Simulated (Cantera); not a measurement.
**AlBr3 + N2 + H2 + N2O (aluminium nitride and oxide growth)**

Charge: 1 mol AlBr3, 2.6 mol N2, 4.2 mol H2, 1.5 mol N2O, at 383 Torr.

These are equilibrium values from Cantera (NASA tables, ideal gas, pure condensed phases), not measurements of a reactor. Candidate condensed phases: Al, AlBr3, AlN, Al2O3, Br2, H2O; 41 gas species. Rates play no part.

```json
[
 {"T (K)": "700", "x N2": "0.418", "x HBr": "0.306", "x H2": "0.275", "x Br": "1.29e-9", "x H2O": "2.51e-6", "x AlBr3": "1.68e-6", "n Al2O3(s)": "0.500"},
 {"T (K)": "850", "x N2": "0.418", "x HBr": "0.306", "x H2": "0.275", "x Br": "1.26e-7", "x H2O": "1.97e-5", "x AlBr3": "1.32e-5", "n Al2O3(s)": "0.500"},
 {"T (K)": "1000", "x N2": "0.418", "x HBr": "0.306", "x H2": "0.275", "x Br": "3.14e-6", "x H2O": "8.20e-5", "x AlBr3": "5.46e-5", "n Al2O3(s)": "0.500"},
 {"T (K)": "1150", "x N2": "0.418", "x HBr": "0.306", "x H2": "0.276", "x Br": "3.42e-5", "x H2O": "0.000231", "x AlBr3": "0.000154", "n Al2O3(s)": "0.499"},
 {"T (K)": "1300", "x N2": "0.418", "x HBr": "0.305", "x H2": "0.276", "x Br": "0.000216", "x H2O": "0.000507", "x AlBr3": "0.000338", "n Al2O3(s)": "0.498"},
 {"T (K)": "1450", "x N2": "0.418", "x HBr": "0.303", "x H2": "0.276", "x Br": "0.000934", "x H2O": "0.000932", "x AlBr3": "0.000621", "n Al2O3(s)": "0.497"},
 {"T (K)": "1600", "x N2": "0.418", "x HBr": "0.300", "x H2": "0.277", "x Br": "0.00306", "x H2O": "0.00150", "x AlBr3": "0.00100", "n Al2O3(s)": "0.495"},
 {"T (K)": "1750", "x N2": "0.417", "x HBr": "0.293", "x H2": "0.279", "x Br": "0.00806", "x H2O": "0.00219", "x AlBr3": "0.00145", "n Al2O3(s)": "0.493"},
 {"T (K)": "1900", "x N2": "0.415", "x HBr": "0.280", "x H2": "0.282", "x Br": "0.0178", "x H2O": "0.00295", "x AlBr3": "0.00187", "n Al2O3(s)": "0.490"},
 {"T (K)": "2050", "x N2": "0.411", "x HBr": "0.260", "x H2": "0.286", "x Br": "0.0338", "x H2O": "0.00387", "x AlBr3": "0.00201", "n Al2O3(s)": "0.487"}
]
```
x: gas mole fraction; n: condensed amount in mol.

From 700 K to 2050 K the condensed part is Al2O3(s). The main Al-bearing gas is AlBr3 throughout.
